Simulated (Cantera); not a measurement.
What does this Cantera script print?

```python
import numpy as np
import cantera as ct

gas = ct.Solution("gri30.yaml")
gas.TPX = 1273, 630, {'N2O': 1, 'H2O': 0.013}
inlet = ct.Reservoir(gas, clone=True)

reactor = ct.IdealGasConstPressureReactor(gas, energy="off", clone=False)
exhaust = ct.Reservoir(gas, clone=True)
tau = [3.2, 1.1, 0.41, 0.15, 0.052, 0.019, 0.0067, 0.0024, 0.00086, 0.00031][0]
for a, b in ((inlet, reactor), (reactor, exhaust)):
    ct.MassFlowController(a, b, mdot=lambda t: reactor.mass / tau)
net = ct.ReactorNet([reactor])
show = ['N2O', 'H2O', 'HO2', 'NO2', 'OH', 'H2O2']

rows = []
print(f"{'tau/s':>10s}{'T/K':>9s}" + "".join(f"{s:>11s}" for s in show))
for tau in [3.2, 1.1, 0.41, 0.15, 0.052, 0.019, 0.0067, 0.0024, 0.00086, 0.00031]:
    net.initial_time = 0.0
    net.advance(30 * tau)
    before = gas.X
    net.advance(40 * tau)
    drift = np.max(np.abs(gas.X - before) / (gas.X + 1e-9))
    rows.append([gas.T, *gas[show].X, drift])
    print(f"{tau:10.3e}{gas.T:9.1f}" + "".join(f"{x:11.3e}" for x in gas[show].X))
```

Output:

```
     tau/s      T/K        N2O        H2O        HO2        NO2         OH       H2O2
 3.200e+00   1273.0  9.199e-01  1.253e-02  1.105e-06  3.240e-04  2.230e-05  2.888e-09
 1.100e+00   1273.0  9.629e-01  1.272e-02  2.111e-06  1.893e-04  1.854e-05  9.472e-09
 4.100e-01   1273.0  9.780e-01  1.279e-02  3.222e-06  7.775e-05  1.436e-05  2.144e-08
 1.500e-01   1273.0  9.838e-01  1.281e-02  3.993e-06  1.962e-05  9.938e-06  3.240e-08
 5.200e-02   1273.0  9.860e-01  1.282e-02  3.120e-06  2.275e-06  5.731e-06  1.888e-08
 1.900e-02   1273.0  9.867e-01  1.283e-02  1.154e-06  1.187e-07  2.886e-06  2.410e-09
 6.700e-03   1273.0  9.870e-01  1.283e-02  2.107e-07  2.588e-09  1.191e-06  9.745e-11
 2.400e-03   1273.0  9.871e-01  1.283e-02  2.690e-08  3.677e-11  4.014e-07  3.908e-12
 8.600e-04   1273.0  9.872e-01  1.283e-02  2.568e-09  3.522e-13  1.054e-07  1.423e-13
 3.100e-04   1273.0  9.872e-01  1.283e-02  1.868e-10  3.193e-15  2.118e-08  3.907e-15
```

Detailed kinetics in Cantera: GRI-Mech 3.0 (53 species, 325 reactions). GRI-Mech 3.0 was tuned for natural gas; its chemistry of N2O as a main component is partial and can be far from experiment. Radical loss at walls, strong at low pressure, is not modelled. The mechanism lacks the step 2 NO + O2 → 2 NO2, which can matter for NO2 below about 1400 K. The temperature is held fixed by assumption; the heat of reaction is taken as removed at once.
